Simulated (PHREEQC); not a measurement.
Make-up at 10 °C: 0.021 mol/kgw CaCl2, 0.0013 mol/kgw ZnCl2 and 0.003 mol/kgw Ba(NO3)2. Closed to the air; pH follows from the charge balance.

The numbers come from PHREEQC with the ion-association model, wateq4f.dat.

Precipitation was switched off in this run.

Estimate the pH.

pH 6.06.

In which forms is Zn present?

Zn+2 97 %, ZnCl+ 2.5 % of the Zn.

At this temperature some constants are extrapolated from 25 °C, and those without enthalpy data are left unchanged.
